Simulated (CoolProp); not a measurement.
Values from CoolProp's reference Helmholtz-energy equation of state, Smukala 2000.

Task: Give the vapour pressure (MPa), liquid density (kg/m³), vapour density (kg/m³), enthalpy of vaporisation (kJ/kg) of saturated ethylene at 228.3, 237.4, 246.5 K.

Result: 
```csv
T (K),p (MPa),liquid density (kg/m³),vapour density (kg/m³),enthalpy of vaporisation (kJ/kg)
228.3,1.25,471,22.9,371
237.4,1.65,452,30.5,346
246.5,2.12,431,40.4,317
```
